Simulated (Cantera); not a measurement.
A closed system holds: 1 mol AlN, a varied amount of HCl, 23 mol H₂, 0.94 mol H₂O, held at 1825 K and 0.0188 Torr.

Method: chemical equilibrium by Gibbs-energy minimisation in Cantera with the NASA 1993 tables (ideal gas, pure condensed phases). Candidate condensed phases: Al, AlCl₃, AlN, Al₂O₃, H₂O, NH₄Cl; 45 gas species. The tables' values for AlCl₂, AlOH are old estimates; treat these amounts as uncertain. Kinetics and transport are ignored.

x: gas mole fraction; n: condensed amount in mol.

```json
[
 {"n(HCl) (mol)": "2.5", "x H₂": "0.813", "x HCl": "0.0689", "x Cl": "0.00514", "x H": "0.0794", "x N₂": "0.0176", "x AlCl": "0.0140", "x H₂O": "0.00163", "n Al₂O₃(s)": "0.297"},
 {"n(HCl) (mol)": "4.3", "x H₂": "0.762", "x HCl": "0.119", "x Cl": "0.00916", "x H": "0.0769", "x N₂": "0.0165", "x AlCl": "0.0136", "x H₂O": "0.00229", "n Al₂O₃(s)": "0.289"},
 {"n(HCl) (mol)": "7.6", "x H₂": "0.684", "x HCl": "0.196", "x Cl": "0.0159", "x H": "0.0729", "x N₂": "0.0148", "x AlCl": "0.0129", "x H₂O": "0.00308", "n Al₂O₃(s)": "0.277"},
 {"n(HCl) (mol)": "13", "x H₂": "0.587", "x HCl": "0.291", "x Cl": "0.0255", "x H": "0.0675", "x N₂": "0.0127", "x AlCl": "0.0117", "x H₂O": "0.00385", "n Al₂O₃(s)": "0.260"},
 {"n(HCl) (mol)": "23", "x H₂": "0.467", "x HCl": "0.407", "x Cl": "0.0400", "x H": "0.0602", "x N₂": "0.00996", "x AlCl": "0.0101", "x H₂O": "0.00457", "n Al₂O₃(s)": "[?]"},
 {"n(HCl) (mol)": "40", "x H₂": "0.352", "x HCl": "0.516", "x Cl": "0.0584", "x H": "0.0523", "x N₂": "0.00730", "x AlCl": "0.00838", "x H₂O": "0.00502", "n Al₂O₃(s)": "[?]"},
 {"n(HCl) (mol)": "71", "x H₂": "0.251", "x HCl": "0.606", "x Cl": "0.0812", "x H": "0.0442", "x N₂": "0.00489", "x AlCl": "0.00666", "x H₂O": "0.00521", "n Al₂O₃(s)": "[?]"}
]
```

### Question
Complete the blanks.

### Answer

- 23, n Al₂O₃(s): 0.233
- 40, n Al₂O₃(s): 0.192
- 71, n Al₂O₃(s): 0.124
